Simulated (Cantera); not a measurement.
**Transport properties of process gases**

Gas mixture: 100 % NH3, at 0.0133 bar, frozen composition.

Cantera's kinetic-theory transport with the Lennard-Jones parameters of GRI-Mech 3.0, ideal gas; thermal conductivity in the multicomponent form. Polar gases are described roughly by these parameters.

| T (K) | ρ (kg/m³) | cp (J/kg/K) | μ (µPa s) | λ (mW/m/K) | Pr | D (cm²/s) H2O | D (cm²/s) CH4 | D (cm²/s) CH3 |
|---|---|---|---|---|---|---|---|---|
| 400 | 0.00683 | 2269 | 13.9 | 44.2 | 0.715 | 26.7 | 29.4 | 29.7 |
| 500 | 0.00546 | 2466 | 17.4 | 60.1 | 0.716 | 42.2 | 44.8 | 45.2 |
| 600 | 0.00455 | 2662 | 20.9 | 77.6 | 0.717 | 61.1 | 62.7 | 63.2 |
| 700 | 0.00390 | 2844 | 24.3 | 95.9 | 0.719 | 83.3 | 83.0 | 83.4 |
| 800 | 0.00341 | 3009 | 27.5 | 115 | 0.721 | 108 | 105 | 106 |
| 900 | 0.00303 | 3162 | 30.6 | 134 | 0.723 | 137 | 130 | 130 |
| 1000 | 0.00273 | 3319 | 33.6 | 154 | 0.724 | 167 | 156 | 156 |
D: mixture-averaged diffusion coefficient of that species in the mixture.
